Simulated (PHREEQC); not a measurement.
A solution holds 6.3 mmol/kgw K2CO3 and 0.42 mmol/kgw Mn(NO3)2, at 25 °C. Closed to the air; pH follows from the charge balance.

All values are PHREEQC results (ion-association model, wateq4f.dat), not measurements.

No solid was allowed to form.

Problem. Estimate the pH, ionic strength.

Solution. pH 10.90; ionic strength 0.0176 mol/kgw.

Problem. In which forms is C present?

Solution. CO3-2 79 %, HCO3- 15 %, MnCO3 6.6 % of the C.

Saturation is exceeded, for instance for Rhodochrosite, Pyrochroite; the values hold only as long as no solid forms.
